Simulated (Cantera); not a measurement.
A closed system holds: 1 mol Ti, 0.18 mol O2, 110 mol H2, equilibrated at 150 Pa.

Cantera equilibrium calculation (NASA polynomials, part measured and part estimated; ideal gas, pure solids and liquids). Candidate condensed phases: H2O, Ti, TiO, TiO2, Ti2O3, Ti3O5, Ti4O7; 12 gas species. Mutual solubility and eutectic melting of coexisting phases are not modelled. TiO: taken at fixed stoichiometry. Condensed phases not in the tables: N, O or C dissolved in the metal. Rates play no part.

x: gas mole fraction; n: condensed amount in mol.

| T (°C) | x H2 | x H | x Ti | x TiO | x H2O | x TiO2 | x OH | n Ti(β) | n TiO(s) | n Ti(l) | n TiO(l) |
|---|---|---|---|---|---|---|---|---|---|---|---|
| 1325 | 0.999 | 0.00137 | 6.86e-6 | 9.86e-8 | 2.25e-8 | <1e-12 | 1.21e-12 | 0.639 | 0.360 | 0 | 0 |
| 1375 | 0.998 | (withheld) | (withheld) | (withheld) | (withheld) | (withheld) | (withheld) | 0.638 | 0.360 | 0 | 0 |
| 1425 | 0.996 | 0.00373 | 5.22e-5 | 1.21e-6 | 7.71e-8 | 2.20e-11 | 1.48e-11 | 0.634 | 0.360 | 0 | 0 |
| 1475 | 0.994 | 0.00588 | 0.000132 | 3.77e-6 | 1.35e-7 | 9.68e-11 | 4.65e-11 | 0.625 | 0.360 | 0 | 0 |
| 1525 | 0.991 | (withheld) | (withheld) | (withheld) | (withheld) | (withheld) | (withheld) | 0.605 | 0.359 | 0 | 0 |
| 1575 | 0.986 | 0.0136 | 0.000719 | 3.03e-5 | 3.72e-7 | 1.45e-9 | 3.78e-10 | 0.560 | 0.357 | 0 | 0 |
| 1625 | 0.978 | 0.0200 | 0.00157 | 7.86e-5 | 5.91e-7 | 4.99e-9 | 9.87e-10 | 0.465 | 0.351 | 0 | 0 |
| 1675 | 0.968 | 0.0287 | 0.00328 | 0.000194 | 9.13e-7 | 1.61e-8 | 2.45e-9 | 0 | 0.338 | 0.273 | 0 |
| 1725 | 0.953 | 0.0404 | 0.00567 | 0.000456 | 1.60e-6 | 5.68e-8 | 6.73e-9 | 0 | 0.308 | 0 | 0 |
| 1775 | 0.937 | 0.0560 | 0.00562 | 0.000995 | 4.44e-6 | 2.99e-7 | 2.89e-8 | 0 | 0 | 0 | 0.246 |
| 1825 | 0.916 | 0.0761 | 0.00557 | 0.00203 | 1.14e-5 | 1.37e-6 | 1.12e-7 | 0 | 0 | 0 | 0.125 |

### Question
Some entries are withheld; supply them.

### Answer

- 1375, x H: 0.00230
- 1375, x Ti: 1.95e-5
- 1375, x TiO: 3.59e-7
- 1375, x H2O: 4.25e-8
- 1375, x TiO2: 4.57e-12
- 1375, x OH: 4.40e-12
- 1525, x H: 0.00905
- 1525, x Ti: 0.000315
- 1525, x TiO: 1.10e-5
- 1525, x H2O: 2.28e-7
- 1525, x TiO2: 3.89e-10
- 1525, x OH: 1.37e-10
